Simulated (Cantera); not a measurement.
A Cantera script and what it prints.

```python
import numpy as np
import cantera as ct

gas_names = """
    AL ALO ALO2 AL2 AL2O AL2O2 O O2 O3
""".split()
cond_names = """
    AL(cr) AL(L) AL2O3(a) AL2O3(L)
""".split()


def load(file, names, dense=False):
    # The tables refer to 1 bar. Condensed volumes are neglected.
    table = {s.name: s for s in ct.Species.list_from_file(file)}
    out = []
    for n in names:
        d = dict(table[n].input_data)
        d["thermo"] = dict(d["thermo"], **{"reference-pressure": 1e5})
        if dense:
            d["equation-of-state"] = {"model": "constant-volume", "density": "1e6 g/cm^3"}
        out.append(ct.Species.from_dict(d))
    return out


gas = ct.Solution(thermo="ideal-gas", species=load("nasa_gas.yaml", gas_names))
cond = {s.name: ct.Solution(thermo="fixed-stoichiometry", species=[s], name=s.name)
        for s in load("nasa_condensed.yaml", cond_names, dense=True)}
atoms = {
    'Al2O3': {'AL': 2, 'O': 3},
    'O2': {'O': 2},
}
top_T = {}  # K; cautious upper limits of use, not melting points


def equilibrate(T, P, feed):
    n = {}
    for name, mol in feed.items():
        for a, k in atoms[name].items():
            n[a] = n.get(a, 0.0) + k * mol
    gas.TPX = T, P, n
    mass = sum(n.values()) * gas.mean_molecular_weight
    gas.equilibrate("TP")
    valid = [c for c in cond.values() if c.min_temp <= T <= top_T.get(c.name, c.max_temp)]
    mix = ct.Mixture([(gas, mass / gas.mean_molecular_weight)] + [(c, 0.0) for c in valid])
    mix.T, mix.P = T, P
    mix.equilibrate("TP", solver="vcs", rtol=1e-11, max_steps=5000)
    return mix


results = []
feed = {'Al2O3': 1, 'O2': 0.5}  # mol
P = 240  # Pa
for T in [1375, 1525, 1675, 1825, 1975, 2125, 2275, 2425]:
    mix = equilibrate(T, P, feed)
    results.append((T, P, feed, dict(zip(mix.species_names, mix.species_moles))))
    x = sorted(zip(gas.X, gas.species_names), reverse=True)
    print(f"T = {T:g} K  P = {P:g} Pa  gas = {mix.phase_moles(0):.4g} mol")
    print("   x: " + "  ".join(f"{s} {v:.3e}" for v, s in x if v > 0.001))
    print("   condensed (mol): " + ("  ".join(f"{mix.phase(i).name} {mix.phase_moles(i):.4g}"
          for i in range(1, mix.n_phases) if mix.phase_moles(i) > 1e-12) or "none"))
```

Result:

```
T = 1375 K  P = 240 Pa  gas = 0.5 mol
   x: O2 1.000e+00
   condensed (mol): AL2O3(a) 1
T = 1525 K  P = 240 Pa  gas = 0.5 mol
   x: O2 9.999e-01
   condensed (mol): AL2O3(a) 1
T = 1675 K  P = 240 Pa  gas = 0.5002 mol
   x: O2 9.993e-01
   condensed (mol): AL2O3(a) 1
T = 1825 K  P = 240 Pa  gas = 0.5008 mol
   x: O2 9.969e-01  O 3.132e-03
   condensed (mol): AL2O3(a) 1
T = 1975 K  P = 240 Pa  gas = 0.5028 mol
   x: O2 9.888e-01  O 1.118e-02
   condensed (mol): AL2O3(a) 1
T = 2125 K  P = 240 Pa  gas = 0.5084 mol
   x: O2 9.669e-01  O 3.315e-02
   condensed (mol): AL2O3(a) 1
T = 2275 K  P = 240 Pa  gas = 0.5219 mol
   x: O2 9.162e-01  O 8.378e-02
   condensed (mol): AL2O3(a) 1
T = 2425 K  P = 240 Pa  gas = 0.5503 mol
   x: O2 8.173e-01  O 1.827e-01
   condensed (mol): AL2O3(L) 1
```

Equilibrium computed with Cantera from the NASA thermochemical tables; the gas is ideal and each condensed phase is pure.
